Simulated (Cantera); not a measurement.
A closed system holds: 1 mol B, 5.5 mol H2, 0.15 mol H2O, at 1100 K and 43.0 mbar.

Method: chemical equilibrium by Gibbs-energy minimisation in Cantera with the NASA 1993 tables (ideal gas, pure condensed phases). Candidate condensed phases: B, B2O3, B3O3H3, H2O; 23 gas species. Mutual solubility and eutectic melting of coexisting phases are not modelled. The numbers say what is thermodynamically allowed, not how fast it happens.

Base state: H2 0.999, B3O3H3 0.00136, HBO 4.31e-5 (mole fractions); condensed: B(s) + B2O3(l).

Problem. What changes in the equilibrium state with this change: temperature from 1100 K to 1525 K?

Solution. 
```tsv
species	before	after
H2	0.999	0.978
HBO	4.31e-5	0.0177
B2O2	6.18e-8	0.00222
B2O3	5.95e-9	0.000417
BO	<1e-9	5.13e-5
HBO2	2.98e-7	0.000372
H	1.25e-7	0.000113
B(s), mol	0.892	0.855
B2O3(l), mol	0.0422	0
```
The tables' values for BH2 are old estimates; treat these amounts as uncertain.
